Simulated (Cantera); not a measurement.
Source: NASA polynomial tables (part measured, part estimated), evaluated in Cantera. Values are per mole of reaction as written; species without (g) are pure solids or liquids, kept so even where they would boil at 1 bar.

Q: Between 300 and 1673 K, where is each reaction favourable under standard conditions?
- Nb + O2(g) ⇌ NbO2
- 2 Si + O2(g) ⇌ 2 SiO(g)
- 2 Pb + O2(g) ⇌ 2 PbO(g)

A: 
- Nb + O2(g) ⇌ NbO2: ΔG° is -739 kJ at 300 K and -504 kJ at 1673 K; it stays negative (K > 1). ΔH° is -768 kJ and ΔS° -158 J/K at 1673 K.
- 2 Si + O2(g) ⇌ 2 SiO(g): ΔG° is -255 kJ at 300 K and -482 kJ at 1673 K; it stays negative (K > 1). ΔH° is -223 kJ and ΔS° 154 J/K at 1673 K.
- 2 Pb + O2(g) ⇌ 2 PbO(g): ΔG° is 97 kJ at 300 K and -57 kJ at 1673 K; it changes sign between 1073 and 1223 K. ΔH° is 105 kJ and ΔS° 97 J/K at 1673 K.
